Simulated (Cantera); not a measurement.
Input: 1 mol SiO2, 2200 mol H2, 1.7 mol N2, equilibrated at 1650 °C and 750 Torr.

Equilibrium computed with Cantera from the NASA thermochemical tables; the gas is ideal and each condensed phase is pure. Candidate condensed phases: H2O, Si, SiO2, Si2N2O, Si3N4; 35 gas species. Kinetics and transport are ignored.

Base state: H2 0.997, H 0.000941, N2 0.000771, H2O 0.000454, SiO 0.000454 (mole fractions); condensed: gas only.

Question: What changes in the equilibrium state with this change: pressure from 750 Torr to 10.0 Torr?

Answer: 
```tsv
species	before	after
H2	0.997	0.990
H	0.000941	0.00812
N2	0.000771	0.000769
SiO	0.000454	0.000452
H2O	0.000454	0.000452
```
